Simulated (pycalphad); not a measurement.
Al-Zr solution, phase LIQUID, at 1727 °C; mixing quantities and activities refer to the pure elements in the same phase at that temperature, stable or not. Over part of the range this solution is metastable.

Source of the numbers: pycalphad with the COST 507 light-alloy database (1999); pressure 1 atm. The data set is of 1999 and partly superseded.

The enthalpy of mixing at x = 0.5 is -31.25 kJ/mol.

Question: Take a regular solution with Ω = 4 ΔH(0.5). How do its activities of Zr, and those of an ideal solution, compare with the assessed ones?

Answer: Ω = -125.0 kJ/mol, a = x exp[Ω(1 − x)²/RT].

```tsv
x(Zr)	ideal	regular	assessed	assessed / regular
0.02	0.02	1.46e-5	0.00191	130
0.05	0.05	5.66e-5	0.00455	80
0.1	0.1	0.000227	0.00907	40
0.2	0.2	0.00163	0.0226	14
0.3	0.3	0.00754	0.0508	6.7
0.4	0.4	0.0267	0.109	4.1
0.5	0.5	0.0764	0.215	2.8
0.6	0.6	0.180	0.377	2.1
0.7	0.7	0.356	0.573	1.6
0.8	0.8	0.592	0.759	1.3
0.9	0.9	0.835	0.899	1.1
0.95	0.95	0.932	0.951	1.0
0.98	0.98	0.977	0.980	1.0
```
The regular model is symmetric and has no excess entropy; the assessment has an excess entropy of -8.7 J/(mol K) at x = 0.5, and ΔH = -20.05 at x = 0.2 against -18.13 kJ/mol at 0.8.
